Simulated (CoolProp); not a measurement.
A single-stage vapour-compression cycle with R236EA: evaporating at 273.15 K (dew point), condensing at 320.15 K (bubble point), superheat 5 K, subcooling 2 K, compressor efficiency 0.9, no pressure losses. Each further row changes one setting.

Model: reference Helmholtz-energy equation of state, Rui 2013, in CoolProp.

```json
[
 {"case": "as stated", "cooling COP": "4.15", "pressure ratio": "5.33", "discharge temperature (K)": "320.1", "refrigerating effect (kJ/kg)": "116", "volumetric capacity (kJ/m³)": "617"},
 {"case": "evaporating temperature 278.15 K", "cooling COP": "4.87", "pressure ratio": "4.32", "discharge temperature (K)": "320.1", "refrigerating effect (kJ/kg)": "120", "volumetric capacity (kJ/m³)": "777"},
 {"case": "condensing temperature 315.15 K", "cooling COP": "4.82", "pressure ratio": "4.59", "discharge temperature (K)": "315.2", "refrigerating effect (kJ/kg)": "122", "volumetric capacity (kJ/m³)": "652"},
 {"case": "subcooling 7 K", "cooling COP": "4.38", "pressure ratio": "5.33", "discharge temperature (K)": "320.1", "refrigerating effect (kJ/kg)": "122", "volumetric capacity (kJ/m³)": "652"},
 {"case": "superheat 15 K", "cooling COP": "4.26", "pressure ratio": "5.33", "discharge temperature (K)": "328.1", "refrigerating effect (kJ/kg)": "124", "volumetric capacity (kJ/m³)": "637"},
 {"case": "compressor efficiency 0.8", "cooling COP": "3.69", "pressure ratio": "5.33", "discharge temperature (K)": "321.7", "refrigerating effect (kJ/kg)": "116", "volumetric capacity (kJ/m³)": "617"}
]
```

The compression ends wet for: as stated; evaporating temperature 278.15 K; condensing temperature 315.15 K; subcooling 7 K.
